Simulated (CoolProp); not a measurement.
Aqueous lithium chloride as a coolant, at -9 °C, 1 atm.

The numbers come from the Melinder's fits for secondary coolants in CoolProp.

```json
[
 {"mass %": "10.7", "freezing point (°C)": "-13.5", "viscosity (mPa s)": "3.38", "density (kg/m³)": "…", "Prandtl number": "22.9", "conductivity (W/(m K))": "…"},
 {"mass %": "13.1", "freezing point (°C)": "-18.6", "viscosity (mPa s)": "3.69", "density (kg/m³)": "…", "Prandtl number": "24.2", "conductivity (W/(m K))": "0.524"},
 {"mass %": "15.5", "freezing point (°C)": "-25.5", "viscosity (mPa s)": "4.04", "density (kg/m³)": "1094", "Prandtl number": "…", "conductivity (W/(m K))": "0.520"},
 {"mass %": "17.9", "freezing point (°C)": "-34.5", "viscosity (mPa s)": "…", "density (kg/m³)": "1109", "Prandtl number": "27.4", "conductivity (W/(m K))": "0.516"},
 {"mass %": "20.3", "freezing point (°C)": "-45.3", "viscosity (mPa s)": "4.92", "density (kg/m³)": "1124", "Prandtl number": "29.5", "conductivity (W/(m K))": "0.512"}
]
```

### Question
What belongs in the gaps?

### Answer

- 10.7, density (kg/m³): 1065
- 10.7, conductivity (W/(m K)): 0.528
- 13.1, density (kg/m³): 1079
- 15.5, Prandtl number: 25.7
- 17.9, viscosity (mPa s): 4.44
